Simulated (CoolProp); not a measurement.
Saturated liquid density (kg/m³) of hexamethyldisiloxane (MM): the reference equation beside estimates from Tc = 245.6 °C, pc = 1.931 MPa, ω = 0.418.

Model: reference Helmholtz-energy equation of state, Thol 2016, in CoolProp.

```tsv
T (°C)	reference	van der Waals	Redlich-Kwong	Peng-Robinson
29.95	754.3	452.9	667.9	790.9
40.25	743.3	446.9	657.5	781.4
50.55	732.1	440.7	646.8	771.3
60.85	720.8	434.3	635.7	760.6
71.15	709.2	427.7	624.1	749.3
81.35	697.5	420.9	612.1	737.5
91.65	685.5	413.8	599.5	724.8
101.95	673.1	406.4	586.4	711.2
112.25	660.4	398.8	572.7	696.8
```

Absolute difference from the reference over all 9 rows, mean and median: van der Waals 39.7 and 39.7 %, Redlich-Kwong 12.2 and 12.0 %, Peng-Robinson 5.5 and 5.5 %.
